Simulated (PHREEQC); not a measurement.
PHREEQC input (ion-association model, wateq4f.dat):

```
SOLUTION_MASTER_SPECIES
  An  An-  0  An  62.0  # stands for a non-complexing anion
SOLUTION_SPECIES
  An- = An-
    -log_k 0
    -gamma 3.0 0
PHASES
  Fix_H+
    H+ = H+
    -log_k 0
SOLUTION 1
  temp 25
  units mmol/kgw
  pH 7 charge
  Cl 0.022
  Mg 0.011
  S(6) 8.6
  Na 67.2
  An 50
END
SELECTED_OUTPUT 1
  -reset false
  -pH true
  -pe true
  -ionic_strength true
  -water true
  -totals Cl Mg Na S S(-2) S(6)
  -molalities Hfo_wOH Hfo_wOH2+ Hfo_wO- Hfo_sOH Hfo_sOH2+ Hfo_sO- Hfo_wSO4- Hfo_wOHSO4-2 Hfo_wOMg+
  -saturation_indices Brucite Halite Mirabilite Epsomite
USER_PUNCH 1
  -headings sigma psi
  10 PUNCH EDL("sigma", "Hfo"), EDL("psi", "Hfo")
PRINT
  -reset false
USE solution 1
SURFACE 1
  Hfo_wOH 0.0094382 600 4.2
  Hfo_sOH 0.000235955
EQUILIBRIUM_PHASES 1
  Fix_H+ -4 HAn 10
    -force_equality true
  O2(g) -0.68 10
END
# ... the last block is repeated for the other 12 points of pH, with NaOH or the acid as the point needs
```

Selected output (columns that matter, 13 of 13 rows; pH added in front):

```
pH	mu	Cl	Mg	Na	S	m_Hfo_wOH	m_Hfo_wOH2+	m_Hfo_wO-	si_Brucite	si_Halite	si_Mirabilite	si_Epsomite	sigma	psi
4	0.071375	2.1998e-05	1.0999e-05	0.067195	0.0044686	3.3547e-05	0.0052732	4.889e-09	-14.221	-7.6144	-4.2286	-6.0351	0.050746	0.064692
4.67	0.071366	2.1998e-05	1.0999e-05	0.067195	0.00459	0.00014916	0.0052789	9.6558e-08	-12.883	-7.6145	-4.2156	-6.0237	0.049217	0.063363
5.33	0.071585	2.1999e-05	1.0998e-05	0.067196	0.0049756	0.00057704	0.0052353	1.457e-06	-11.568	-7.615	-4.1813	-5.9943	0.04481	0.05929
6	0.072083	2.1999e-05	1.0975e-05	0.067198	0.0057744	0.0017801	0.0048174	1.5069e-05	-10.24	-7.6161	-4.1189	-5.9424	0.036407	0.050734
6.67	0.072753	2.2e-05	1.0616e-05	0.067199	0.0068287	0.0039238	0.003646	9.6737e-05	-8.929	-7.6176	-4.0492	-5.8993	0.026043	0.038563
7.33	0.073355	2.2e-05	7.629e-06	0.0672	0.0078061	0.006063	0.0021941	0.00038382	-7.7654	-7.6189	-3.9938	-5.9983	0.015214	0.023748
8	0.073638	2.2e-05	1.7023e-06	0.0672	0.0084263	0.0070825	0.0012625	0.00091023	-7.0847	-7.6196	-3.9621	-6.6248	0.0014286	0.002305
8.67	0.073957	2.2e-05	1.2987e-07	0.06767	0.0085833	0.0071896	0.00088896	0.0013321	-6.8645	-7.617	-3.9493	-7.7374	-0.018211	-0.027932
9.33	0.074354	2.2e-05	8.9009e-09	0.068423	0.0085984	0.0070088	0.00062975	0.001787	-6.71	-7.6126	-3.9406	-8.9034	-0.04511	-0.058773
10	0.07495	2.1999e-05	6.8509e-10	0.069563	0.0085995	0.0064959	0.0003788	0.0025519	-6.489	-7.606	-3.9285	-10.024	-0.084887	-0.087301
10.67	0.076118	2.1999e-05	7.0002e-11	0.071517	0.0085994	0.0054463	0.00017876	0.0038015	-6.1628	-7.595	-3.9089	-11.041	-0.14178	-0.11217
11.33	0.079136	2.1998e-05	1.2358e-11	0.075579	0.0085991	0.0038103	5.9861e-05	0.0055561	-5.6878	-7.5737	-3.8714	-11.894	-0.21532	-0.13228
12	0.090207	2.1997e-05	6.2852e-12	0.087933	0.0085988	0.0018399	1.0236e-05	0.0075758	-4.9212	-7.5172	-3.7741	-12.493	-0.29656	-0.14525
```
